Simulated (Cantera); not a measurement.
An adiabatic, constant-pressure homogeneous reactor starts with CO : H2 : CH4 : O2 : N2 = 1 : 0.048 : 0.68 : 1.35 : 5.06 (molar parts), equivalence ratio 1.4, at 1300 K and 2400000 Pa. Integrator tolerance rtol = 1e-08.

Cantera simulation using GRI-Mech 3.0 (53 species, 325 reactions); the numbers are that mechanism's predictions, not measurements. The pressure lies above the range GRI-Mech 3.0 was tuned for (to about 10 atm).

Q: What does this change do: initial temperature 1300 to 1350 K?

A: 
```
quantity                                                              before                                      after
---------------------------------  -----------------------------------------  -----------------------------------------
time of steepest temperature rise                                   0.694 ms                                   0.404 ms
temperature at 6.00 s                                                 2849 K                                     2880 K
equilibrium temperature                                               2849 K                                     2880 K
x(CO) at 6.00 s                          0.112 (gas-phase equilibrium 0.112)        0.113 (gas-phase equilibrium 0.113)
x(H2) at 6.00 s                        0.0243 (gas-phase equilibrium 0.0243)      0.0244 (gas-phase equilibrium 0.0244)
x(CH4) at 6.00 s                   5.87e-12 (gas-phase equilibrium 6.77e-12)  5.47e-12 (gas-phase equilibrium 6.33e-12)
x(NO2) at 6.00 s                     5.28e-7 (gas-phase equilibrium 5.28e-7)    6.63e-7 (gas-phase equilibrium 6.63e-7)
x(H) at 6.00 s                       0.00311 (gas-phase equilibrium 0.00311)    0.00346 (gas-phase equilibrium 0.00346)
```

Q: What does this change do: CH4 0.68 to 1.8 parts?

A: 
| quantity | before | after |
|---|---|---|
| time of steepest temperature rise | 0.694 ms | 1.53 ms |
| temperature at 6.00 s | 2849 K | 1958 K |
| equilibrium temperature | 2849 K | 1958 K |
| x(CO) at 6.00 s | 0.112 (gas-phase equilibrium 0.112) | 0.230 (gas-phase equilibrium 0.230) |
| x(H2) at 6.00 s | 0.0243 (gas-phase equilibrium 0.0243) | 0.252 (gas-phase equilibrium 0.252) |
| x(CH4) at 6.00 s | 5.87e-12 (gas-phase equilibrium 6.77e-12) | 1.96e-6 (gas-phase equilibrium 2.12e-6) |
| x(NO2) at 6.00 s | 5.28e-7 (gas-phase equilibrium 5.28e-7) | <1e-12 (gas-phase equilibrium <1e-12) |
| x(H) at 6.00 s | 0.00311 (gas-phase equilibrium 0.00311) | 0.000125 (gas-phase equilibrium 0.000125) |

Q: What does this change do: initial temperature 1300 to 1700 K?

A: 
```json
[
 {"quantity": "time of steepest temperature rise", "before": "0.694 ms", "after": "17.1 µs"},
 {"quantity": "temperature at 6.00 s", "before": "2849 K", "after": "3075 K"},
 {"quantity": "equilibrium temperature", "before": "2849 K", "after": "3075 K"},
 {"quantity": "x(CO) at 6.00 s", "before": "0.112 (gas-phase equilibrium 0.112)", "after": "0.120 (gas-phase equilibrium 0.120)"},
 {"quantity": "x(H2) at 6.00 s", "before": "0.0243 (gas-phase equilibrium 0.0243)", "after": "0.0261 (gas-phase equilibrium 0.0261)"},
 {"quantity": "x(CH4) at 6.00 s", "before": "5.87e-12 (gas-phase equilibrium 6.77e-12)", "after": "4.29e-12 (gas-phase equilibrium 5.11e-12)"},
 {"quantity": "x(NO2) at 6.00 s", "before": "5.28e-7 (gas-phase equilibrium 5.28e-7)", "after": "2.15e-6 (gas-phase equilibrium 2.15e-6)"},
 {"quantity": "x(H) at 6.00 s", "before": "0.00311 (gas-phase equilibrium 0.00311)", "after": "0.00656 (gas-phase equilibrium 0.00656)"}
]
```
Above 3000 K some thermodynamic fits are extrapolated.
